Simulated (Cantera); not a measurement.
A closed system holds: 1 mol Pb, 76 mol H2, equilibrated at 0.900 Torr.

Equilibrium computed with Cantera from the NASA thermochemical tables; the gas is ideal and each condensed phase is pure. Candidate condensed phases: Pb; 4 gas species. Equilibrium is a limit: real reactors are often held back by kinetics, nucleation or transport.

### Question
Which condensed phases are stable at each of these points (T (K)): 823, 898, 973, 1048, 1123, 1198, 1273, 1348, 1423, 1498, 1573?

### Answer
```tsv
T (K)	condensed phases	Pb condensed (%)
823	Pb(l)	99.1
898	Pb(l)	91.8
973	Pb(l)	44.2
1048	gas only	0.0
1123	gas only	0.0
1198	gas only	0.0
1273	gas only	0.0
1348	gas only	0.0
1423	gas only	0.0
1498	gas only	0.0
1573	gas only	0.0
```

From 823 K to 973 K the condensed part is Pb(l). From 1048 K to 1573 K nothing is condensed.
